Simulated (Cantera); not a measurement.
What does this Cantera script print?

```python
import numpy as np
import cantera as ct

gas = ct.Solution("SiF4_NH3_mec.yaml", "gas")
gas.TPX = 2198, 13332, {'NH3': 1, 'H2': 2.1}
reactor = ct.IdealGasConstPressureReactor(gas, energy="off", clone=False)
net = ct.ReactorNet([reactor])
net.rtol, net.atol = 1e-08, 1e-18
show = ['NH3', 'H2', 'N2H4', 'H', 'NH', 'N']
times = np.geomspace(0.0001, 2, 15)

steps = ct.SolutionArray(gas, extra=["t"])
rows = []
print(f"{'t/s':>10s}{'T/K':>9s}{'P/Pa':>11s}" + "".join(f"{s:>11s}" for s in show))
for t in times:
    while net.time < t:
        t_next = net.step()
        steps.append(gas.state, t=t_next)
    rows.append([np.interp(t, steps.t, y) for y in (steps.T, steps.P, *steps(*show).X.T)])
    print(f"{t:10.3e}{rows[-1][0]:9.1f}{rows[-1][1]:11.4g}" + "".join(f"{x:11.3e}" for x in rows[-1][2:]))
rate = np.gradient(steps.T, steps.t)
print("integrator steps:", len(steps.t))
if steps.T.max() > steps.T[0] + 200:
    print(f"time of steepest temperature rise: {steps.t[rate.argmax()]:.4e} s")
gas.TPX = 2198, 13332, {'NH3': 1, 'H2': 2.1}
gas.equilibrate("TP")
print(f"equilibrium (TP): T = {gas.T:.1f} K  " + "  ".join(f"{s} {gas[s].X[0]:.3e}" for s in show))
```

It prints:

```
       t/s      T/K       P/Pa        NH3         H2       N2H4          H         NH          N
 1.000e-04   2198.0  1.333e+04  3.221e-01  6.773e-01  2.125e-09  2.625e-04  3.534e-06  7.706e-08
 2.029e-04   2198.0  1.333e+04  3.215e-01  6.772e-01  7.944e-09  5.077e-04  1.313e-05  5.526e-07
 4.116e-04   2198.0  1.333e+04  3.201e-01  6.775e-01  2.088e-08  8.276e-04  3.395e-05  2.287e-06
 8.349e-04   2198.0  1.333e+04  3.166e-01  6.794e-01  2.752e-08  9.638e-04  4.484e-05  3.483e-06
 1.694e-03   2198.0  1.333e+04  3.092e-01  6.840e-01  2.702e-08  9.845e-04  4.514e-05  3.563e-06
 3.436e-03   2198.0  1.333e+04  2.948e-01  6.930e-01  2.534e-08  1.013e-03  4.456e-05  3.585e-06
 6.971e-03   2198.0  1.333e+04  2.680e-01  7.096e-01  2.231e-08  1.070e-03  4.341e-05  3.626e-06
 1.414e-02   2198.0  1.333e+04  2.222e-01  7.381e-01  1.735e-08  1.184e-03  4.117e-05  3.697e-06
 2.869e-02   2198.0  1.333e+04  1.545e-01  7.801e-01  1.068e-08  1.411e-03  3.703e-05  3.810e-06
 5.820e-02   2198.0  1.333e+04  7.691e-02  8.281e-01  4.236e-09  1.894e-03  3.008e-05  3.987e-06
 1.181e-01   2198.0  1.333e+04  1.844e-02  8.634e-01  6.698e-10  3.276e-03  2.023e-05  4.526e-06
 2.395e-01   2198.0  1.333e+04  3.419e-04  8.673e-01  2.655e-12  1.121e-02  4.412e-06  3.397e-06
 4.860e-01   2198.0  1.333e+04  2.130e-05  8.646e-01  1.674e-14  1.426e-02  4.483e-07  4.408e-07
 9.859e-01   2198.0  1.333e+04  6.760e-06  8.646e-01  1.690e-15  1.427e-02  1.426e-07  1.404e-07
 2.000e+00   2198.0  1.333e+04  2.862e-06  8.646e-01  3.032e-16  1.428e-02  6.038e-08  5.944e-08
integrator steps: 1347
equilibrium (TP): T = 2198.0 K  NH3 5.558e-07  H2 8.646e-01  N2H4 1.158e-17  H 1.428e-02  NH 1.173e-08  N 1.154e-08
```

Model: the gas-phase N/H chemistry of the illustrative SiF4/NH3 mechanism in the Surface Chemkin manual (1991), integrated in Cantera. Walls and surfaces, which speed up NH3 decomposition in real reactors, are not modelled.
